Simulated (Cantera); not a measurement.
Feed: 1 mol (CH3)2SiCl2, 0.065 mol C2H4, 150 mol H2, held at 7.50 Torr.

Method: chemical equilibrium by Gibbs-energy minimisation in Cantera with the NASA 1993 tables (ideal gas, pure condensed phases). Candidate condensed phases: C, C6H6, C7H8, C8H18, Si, SiC; 109 gas species. The feed counts by its element totals alone. The tables' values for SiCl are old estimates; treat these amounts as uncertain. Gases not in the tables: Si2H6 and higher silanes. The numbers say what is thermodynamically allowed, not how fast it happens.

log p: log10 of the partial pressure in bar; n: condensed amount in mol.

```
T (K)  log p H2  log p H  log p HCl  log p Si  log p C2H2 (acetylene)  log p Cl  log p SiC2  n C(graphite)  n SiC(s)
-----  --------  -------  ---------  --------  ----------------------  --------  ----------  -------------  --------
1400      -2.01    -6.32      -3.89    -11.40                   -7.60     -8.28        <-14           1.12     1.000
1475      -2.01    -5.89      -3.89    -10.42                   -7.18     -7.86      -13.27           1.12     0.999
1550      -2.01    -5.50      -3.89     -9.53                   -6.80     -7.48      -12.11           1.12     0.999
1625      -2.01    -5.15      -3.89     -8.73                   -6.46     -7.14      -11.06           1.12     0.999
1700      -2.01        …      -3.89         …                       …         …           …           1.11     0.998
1775      -2.01    -4.54      -3.89     -7.33                   -5.85     -6.54       -9.23           1.09     0.997
1850      -2.01        …      -3.89         …                       …         …           …           1.06     0.994
1925      -2.01    -4.02      -3.89     -6.15                   -5.35     -6.03       -7.69           1.01     0.983
2000      -2.01    -3.80      -3.90     -5.62                   -5.13     -5.81       -7.01          0.942     0.951
2075      -2.02    -3.58      -3.90     -5.14                   -4.92     -5.60       -6.37          0.884     0.855
2150      -2.03    -3.39      -3.91     -4.69                   -4.74     -5.41       -5.79          0.897     0.587
```

What belongs in the gaps?


- 1850, log p H: -4.27
- 1850, log p Si: -6.71
- 1850, log p C2H2 (acetylene): -5.59
- 1850, log p Cl: -6.27
- 1850, log p SiC2: -8.43
- 1700, log p H: -4.83
- 1700, log p Si: -8.00
- 1700, log p C2H2 (acetylene): -6.14
- 1700, log p Cl: -6.83
- 1700, log p SiC2: -10.10
